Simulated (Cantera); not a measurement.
An isothermal, constant-pressure homogeneous reactor starts with 31.2 % CH4, 68.8 % CO2, at 1350 K and 1.50 bar.

Detailed kinetics in Cantera: GRI-Mech 3.0 (53 species, 325 reactions).

x: mole fraction; the columns are a selection and need not sum to one.

| t (s) | x CH4 | x CO2 | x H2 | x C2H4 | x CH2 | x H2O | x C2H |
|---|---|---|---|---|---|---|---|
| 0.000300 | 0.312 | 0.687 | 2.14e-6 | 6.10e-9 | 1.27e-12 | 3.55e-8 | <1e-12 |
| 0.00120 | 0.312 | 0.687 | 8.94e-6 | 2.11e-7 | 7.27e-12 | 1.49e-7 | <1e-12 |
| 0.00482 | 0.312 | 0.687 | 3.79e-5 | 2.05e-6 | 9.95e-12 | 6.45e-7 | <1e-12 |
| 0.0193 | 0.312 | 0.687 | 0.000166 | 1.80e-5 | 1.62e-11 | 3.07e-6 | <1e-12 |
| 0.0775 | 0.311 | 0.687 | 0.000875 | 0.000219 | 3.38e-11 | 2.32e-5 | <1e-12 |
| 0.311 | 0.306 | 0.685 | 0.00535 | 0.00148 | 4.44e-11 | 0.000351 | 2.61e-12 |
| 1.24 | 0.286 | 0.670 | ___ | ___ | 3.87e-11 | ___ | 2.16e-11 |
| 4.99 | 0.227 | 0.597 | 0.0474 | 0.00434 | 6.62e-11 | 0.0475 | 7.64e-11 |
| 20.0 | ___ | ___ | ___ | ___ | 2.59e-10 | ___ | 2.22e-10 |

Q: Fill in the missing entries.

A: 
- 1.24, x H2: 0.0226
- 1.24, x C2H4: 0.00251
- 1.24, x H2O: 0.00526
- 20.0, x CH4: 0.105
- 20.0, x CO2: 0.401
- 20.0, x H2: 0.0618
- 20.0, x C2H4: 0.00951
- 20.0, x H2O: 0.171
